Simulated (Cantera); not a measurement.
A freely propagating, adiabatic, planar premixed flame of H₂ : O₂ : N₂ = 1 : 0.333 : 1.25 (molar parts), equivalence ratio 1.5, unburnt at 700 K and 1.00 bar; mixture-averaged transport, grid criteria slope 0.08 and curve 0.16, no radiation.

Cantera simulation using the H2/O2 subset of GRI-Mech 3.0, which has no nitrogen chemistry; the numbers are that mechanism's predictions, not measurements. Burning velocities carry a grid error of a few per cent, more on coarse grids.

x: mole fraction of selected species; z is measured from the peak of heat release.

| z (mm) | T (K) | u (m/s) | x H₂ | x O₂ | x H | x HO₂ | x OH | x H₂O |
|---|---|---|---|---|---|---|---|---|
| -1.45 | 700 | 11.7 | 0.387 | 0.129 | <1e-8 | <1e-8 | <1e-8 | <1e-8 |
| -0.965 | 700 | 11.7 | 0.387 | 0.129 | <1e-8 | <1e-8 | <1e-8 | <1e-8 |
| -0.724 | 700 | 11.7 | 0.387 | 0.129 | <1e-8 | 1.37e-8 | <1e-8 | <1e-8 |
| -0.483 | 700 | 11.7 | 0.387 | 0.129 | 3.84e-7 | 1.07e-6 | <1e-8 | 8.19e-8 |
| -0.241 | 713 | 11.9 | 0.385 | 0.129 | 0.000426 | 0.000185 | 5.27e-5 | 0.000703 |
| -0.121 | 870 | 14.3 | 0.357 | 0.124 | 0.00957 | 0.000149 | 0.000630 | 0.0151 |
| 0 | 1283 | 20.4 | 0.236 | 0.0798 | 0.0603 | 6.80e-5 | 0.00393 | 0.108 |
| 0.121 | 1585 | 24.9 | 0.133 | 0.0212 | 0.0973 | 1.78e-5 | 0.00893 | 0.217 |
| 0.241 | 1718 | 26.8 | 0.117 | 0.00880 | 0.0954 | 6.93e-6 | 0.0111 | 0.241 |
| 0.483 | 1858 | 28.7 | 0.121 | 0.00592 | 0.0813 | 4.23e-6 | 0.0126 | 0.249 |
| 0.965 | 2010 | 30.7 | 0.127 | 0.00433 | 0.0646 | 2.82e-6 | 0.0132 | 0.256 |
| 1.93 | 2158 | 32.6 | 0.132 | [?] | [?] | [?] | 0.0127 | 0.265 |
| 3.86 | 2291 | 34.2 | 0.136 | 0.00162 | 0.0343 | 1.04e-6 | 0.0110 | 0.273 |

**Question.** Complete the blanks.

**Answer.** 
- 1.93, x O₂: 0.00284
- 1.93, x H: 0.0485
- 1.93, x HO₂: 1.78e-6
